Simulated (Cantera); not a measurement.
An isothermal, constant-pressure homogeneous reactor starts with H2 : O2 : N2 = 0.0096 : 1 : 3.5 (molar parts), equivalence ratio 0.0048, at 1098 K and 130 Pa.

Cantera simulation using GRI-Mech 3.0 (53 species, 325 reactions); the numbers are that mechanism's predictions, not measurements. Radical loss at walls, strong at low pressure, is not modelled.

x: mole fraction; the columns are a selection and need not sum to one.

| t (s) | x H2 | x O2 | x H | x H2O2 | x HO2 | x NO |
|---|---|---|---|---|---|---|
| 6.00e-5 | 0.00213 | 0.222 | <1e-12 | <1e-12 | <1e-12 | <1e-12 |
| 0.000198 | 0.00213 | 0.222 | <1e-12 | <1e-12 | 1.01e-12 | <1e-12 |
| 0.000652 | 0.00213 | 0.222 | 3.02e-12 | <1e-12 | 3.34e-12 | <1e-12 |
| 0.00215 | 0.00213 | 0.222 | 8.15e-12 | <1e-12 | 1.10e-11 | <1e-12 |
| 0.00709 | 0.00213 | 0.222 | 1.69e-11 | <1e-12 | 3.63e-11 | <1e-12 |
| 0.0234 | 0.00213 | 0.222 | 3.60e-11 | <1e-12 | 1.20e-10 | <1e-12 |
| 0.0770 | 0.00213 | 0.222 | 2.08e-10 | <1e-12 | 3.95e-10 | <1e-12 |
| 0.254 | 0.00213 | 0.222 | 3.64e-8 | <1e-12 | 1.53e-9 | <1e-12 |
| 0.837 | (withheld) | 0.220 | (withheld) | 9.50e-10 | (withheld) | 1.21e-10 |
| 2.76 | 8.68e-6 | 0.220 | 0.000115 | 3.90e-10 | 3.21e-8 | 8.25e-10 |
| 9.10 | 7.65e-6 | 0.220 | 9.46e-5 | 3.90e-10 | 3.05e-8 | 2.85e-9 |
| 30.0 | 5.24e-6 | 0.220 | 5.29e-5 | 3.87e-10 | 2.59e-8 | 6.87e-9 |

### Question
What belongs in the gaps?

### Answer

- 0.837, x H2: 4.81e-5
- 0.837, x H: 0.000175
- 0.837, x HO2: 4.40e-8
